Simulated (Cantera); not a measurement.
What does this Cantera script print?

```python
import numpy as np
import cantera as ct

gas_names = """
    H Ca HBr
""".split()
cond_names = """
    CaBr2(s) CaBr2(L)
""".split()


# ... load() reads the species with a 1 bar reference pressure and builds the phases ...
species = {s.name: s for s in load("nasa_gas.yaml", gas_names) + load("nasa_condensed.yaml", cond_names)}
# Each term lists the table entries of one substance; the one whose range holds T is used.
reactions = {
    '2 H(g) + CaBr2 = Ca(g) + 2 HBr(g)':
        [(-2, ['H']), (-1, ['CaBr2(s)', 'CaBr2(L)']), (1, ['Ca']), (2, ['HBr'])],
}


def pick(names, T):
    return next(species[n] for n in names if species[n].thermo.min_temp <= T <= species[n].thermo.max_temp)


results = []
for label, terms in reactions.items():
    print(label)
    print("     T/K   dH/kJ  dS/(J/K)   dG/kJ   log10 K")
    for T in [650, 800, 950, 1100, 1250, 1400, 1550]:
        used = [(nu, pick(names, T)) for nu, names in terms]
        dH = sum(nu * s.thermo.h(T) for nu, s in used) / 1e6
        dS = sum(nu * s.thermo.s(T) for nu, s in used) / 1e3
        dG = dH - T * dS / 1e3
        logK = -dG * 1e6 / (ct.gas_constant * T * np.log(10))
        results.append((label, T, dH, dS, dG, logK, [s.name for _, s in used]))
        print(f"{T:8g} {dH:8.1f} {dS:8.1f} {dG:8.1f} {logK:8.2f}")
```

Output:

```
2 H(g) + CaBr2 = Ca(g) + 2 HBr(g)
     T/K   dH/kJ  dS/(J/K)   dG/kJ   log10 K
     650    337.9    161.7    232.8   -18.71
     800    331.6    153.0    209.2   -13.66
     950    325.2    145.6    186.8   -10.27
    1100    287.4    108.5    168.0    -7.98
    1250    277.3     99.9    152.4    -6.37
    1400    267.4     92.5    138.0    -5.15
    1550    257.7     85.9    124.6    -4.20
```

Cantera with NASA thermochemical tables; ideal gases at 1 bar, condensed phases pure. Condensed species are held in their standard states even where they would react or evaporate.
